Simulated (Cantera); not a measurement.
Feed: 1 mol SiH₂Cl₂, 1.7 mol N₂, equilibrated at 1.00 bar.

Method: chemical equilibrium by Gibbs-energy minimisation in Cantera with the NASA 1993 tables (ideal gas, pure condensed phases). Candidate condensed phases: NH₄Cl, Si, Si₃N₄; 28 gas species. N₂ is the only nitrogen source here; it is nearly inert below about 1500 K, so the nitride shown seldom forms there in practice. Rates play no part. All values below are at 950 K.

Base state: N₂ 0.419, HCl 0.279, H₂ 0.201, SiCl₄ 0.100, SiHCl₃ 0.000331, NH₃ 4.80e-5 (mole fractions); condensed: Si₃N₄(s).

Problem. What changes in the equilibrium state with this change: pressure from 1.00 bar to 20.0 Pa?

Solution. 
| species | before | after |
|---|---|---|
| HCl | 0.279 | 0.410 |
| N₂ | 0.419 | 0.392 |
| H₂ | 0.201 | 0.132 |
| SiCl₄ | 0.100 | 0.0658 |
| NH₃ | 4.80e-5 | 4.95e-9 |
| SiCl₂ | 1.41e-8 | 1.42e-5 |
| Si₃N₄(s), mol | 0.235 | 0.268 |
The tables' values for SiCl₃ are old estimates; treat these amounts as uncertain.
